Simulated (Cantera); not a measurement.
Charge: 1 mol Si, 9.7 mol H₂, 1.4 mol Cl₂, at 1023 K and 0.133 bar.

These are equilibrium values from Cantera (NASA tables, ideal gas, pure condensed phases), not measurements of a reactor. Candidate condensed phases: Si; 19 gas species. The tables' values for SiCl₃ are old estimates; treat these amounts as uncertain. Rates play no part.

Question: What is the equilibrium state?

Answer: 
* **x(H₂)**: 0.913
* **x(SiCl₄)**: 0.0467
* **x(HCl)**: 0.0191
* **x(SiHCl₃)**: 0.0188
* **x(SiCl₃)**: 0.00125
* **x(SiH₂Cl₂)**: 0.000842
* **x(SiCl₂)**: 0.000712
* **x(SiH₃Cl)**: 9.70e-6
* **n(Si(s))**: 0.289 mol
* **gas amount**: 10.40 mol
